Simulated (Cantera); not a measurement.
A perfectly stirred reactor is fed with NO : N2 = 1 : 2.9 (molar parts), at 0.790 atm; it is held at 1550 K, and followed from long to short residence time.

Model: GRI-Mech 3.0 (53 species, 325 reactions), integrated in Cantera.

x: mole fraction; the columns are a selection and need not sum to one.

```csv
τ (s),x NO,x O,x NO2,x N2O,x O2,x N2
8.5,0.242,8.21e-7,0.000197,2.03e-5,0.00685,0.751
3.6,0.250,6.13e-7,0.000150,2.16e-5,0.00304,0.747
1.5,0.254,4.84e-7,0.000118,2.20e-5,0.00127,0.745
0.66,0.255,4.12e-7,0.000100,2.19e-5,0.000533,0.744
0.28,0.256,3.60e-7,8.60e-5,2.09e-5,0.000200,0.744
0.12,0.256,3.03e-7,7.05e-5,___,6.38e-5,0.744
0.052,0.256,2.24e-7,4.90e-5,___,1.48e-5,0.744
0.022,0.256,1.33e-7,2.51e-5,___,1.96e-6,0.744
0.0094,0.256,7.30e-8,1.03e-5,___,1.99e-7,0.744
0.0040,0.256,4.57e-8,4.01e-6,___,2.27e-8,0.744
```

Q: Complete the blanks.

A: 
- 0.12, x N2O: 1.89e-5
- 0.052, x N2O: 1.54e-5
- 0.022, x N2O: 1.06e-5
- 0.0094, x N2O: 6.20e-6
- 0.0040, x N2O: 3.12e-6
